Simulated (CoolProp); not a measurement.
Properties of toluene along the isotherm 620 K (Tc = 591.7 K, pc = 41.26 bar, ω = 0.266).

The numbers come from the reference Helmholtz-energy equation of state, Lemmon 2006 in CoolProp. It is a short technical equation, of lower accuracy than the large ones.

```tsv
p (bar)	phase	Z	expansivity (1/kK)	conductivity (mW/(m K))
1.3	gas	0.9900	1.667	43.5
2.68	gas	0.9793	1.728	43.5
5.5	gas	0.9571	1.863	43.6
11.3	gas	0.9094	2.202	43.8
23.2	gas	0.8019	3.318	44.9
47.7	supercritical	0.4980	15.31	59.4
97.9	supercritical	0.3601	4.293	80.9
201	supercritical	0.6302	1.996	88.6
413	supercritical	1.153	1.204	98.8
```

Thermal conductivity comes from a separate model (Assael 2012).
